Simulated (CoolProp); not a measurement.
R115 along the isobar 12.2 bar: Z from the reference equation and from simpler models built on Tc = 80.0 °C, pc = 31.29 bar, ω = 0.248; each cubic takes its own stable root.

Values from CoolProp's reference Helmholtz-energy equation of state, Lemmon 2016.

```tsv
T (°C)	phase	reference
-6.25	liquid	0.05940
14.95	liquid	0.05875
57.35	gas	0.8105
78.45	gas	0.8535
99.65	gas	0.8837
120.85	gas	0.9059
142.05	gas	0.9230
163.25	gas	0.9365
184.45	gas	0.9474
205.65	gas	0.9562
226.85	gas	0.9635
```

**Question.** How far does each simpler model (van der Waals, Soave-Redlich-Kwong, Peng-Robinson) lie from the reference over these 11 states: mean and median of the absolute difference, and the worst?

**Answer.** 
- van der Waals: mean 115.0 %, median 1.2 %, worst +1194.1 % at 14.95 °C and 12.2 bar
- Soave-Redlich-Kwong: mean 1.5 %, median 0.2 %, worst +8.4 % at 14.95 °C and 12.2 bar
- Peng-Robinson: mean 2.0 %, median 1.5 %, worst -6.0 % at -6.25 °C and 12.2 bar

At some of these states van der Waals gives the other phase, because its saturation line lies elsewhere.
